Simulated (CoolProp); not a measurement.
Computed with CoolProp (reference Helmholtz-energy equation of state, Jacobsen 1992).

### Question
For R11, give the phase and the cp (kJ/(kg K)), isothermal compressibility (1/MPa), expansivity (1/kK), conductivity (mW/(m K)) at 337.1 K and 0.638 MPa; 432.1 K and 0.638 MPa; 486.4 K and 0.638 MPa.

### Answer
- 337.1 K and 0.638 MPa: liquid; cp 0.925, isothermal compressibility 0.00296, expansivity 1.94, conductivity 76.1
- 432.1 K and 0.638 MPa: gas; cp 0.685, isothermal compressibility 1.69, expansivity 2.90, conductivity 14.2
- 486.4 K and 0.638 MPa: gas; cp 0.696, isothermal compressibility 1.64, expansivity 2.40, conductivity 16.4

Thermal conductivity comes from a separate model (McLinden 2000), an estimate that may be off by 10 % or more.
